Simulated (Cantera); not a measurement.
Charge: 1 mol Fe, 14 mol NH₃, 48 mol N₂, 0.6 mol CO, held at 1.33 mbar.

These are equilibrium values from Cantera (NASA tables, ideal gas, pure condensed phases), not measurements of a reactor. Candidate condensed phases: C, C₆H₆, C₇H₈, C₈H₁₈, Fe, Fe(CO)₅, FeO, Fe(OH)₂, Fe(OH)₃, Fe₂O₃, Fe₃O₄, H₂O; 140 gas species. Rates play no part.

x: gas mole fraction; n: condensed amount in mol.

```
T (°C)   x N₂   x H₂     x CO    x CH₄    x H₂O  n Fe(α)  n Fe(γ)
------  -----  -----  -------  -------  -------  -------  -------
577     0.718  0.274  0.00779  3.68e-5  3.40e-5     1.00        0
627     0.718  0.274  0.00782  1.51e-5  1.44e-5     1.00        0
677     0.718  0.274  0.00783        ?        ?     1.00        0
727     0.718  0.274  0.00783  3.01e-6  3.59e-6     1.00        0
777     0.718  0.274  0.00783  1.29e-6  2.32e-6     1.00        0
827     0.718  0.274  0.00783        ?        ?     1.00        0
877     0.718  0.274  0.00783  1.90e-7  1.66e-6     1.00        0
927     0.718  0.274  0.00783  7.39e-8  1.59e-6        0    1.000
977     0.718  0.274  0.00783  3.04e-8  1.56e-6        0    1.000
```

Q: Some entries are withheld; supply them.

A: 
- 677, x CH₄: 6.67e-6
- 677, x H₂O: 6.72e-6
- 827, x CH₄: 5.03e-7
- 827, x H₂O: 1.83e-6
